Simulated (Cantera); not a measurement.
A closed system holds: 1 mol Si, 1.1 mol Cl2, 6.6 mol H2, held at 798 K and 0.290 bar.

These are equilibrium values from Cantera (NASA tables, ideal gas, pure condensed phases), not measurements of a reactor. Candidate condensed phases: Si; 19 gas species. The tables' values for SiCl3 are old estimates; treat these amounts as uncertain. The numbers say what is thermodynamically allowed, not how fast it happens.

Base state: H2 0.914, SiCl4 0.0552, SiHCl3 0.0283, HCl 0.00157, SiH2Cl2 0.00117, SiCl3 3.66e-5, SiH3Cl 1.11e-5 (mole fractions); condensed: Si(s).

What changes in the equilibrium state with this change: pressure from 0.290 bar to 1 atm?


```csv
species,before,after
H2,0.914,0.912
SiCl4,0.0552,0.0496
SiHCl3,0.0283,0.0357
SiH3Cl,1.11e-5,2.75e-5
SiH2Cl2,0.00117,0.00207
SiCl3,3.66e-5,2.47e-5
HCl,0.00157,0.00112
"Si(s), mol",0.398,0.381
```
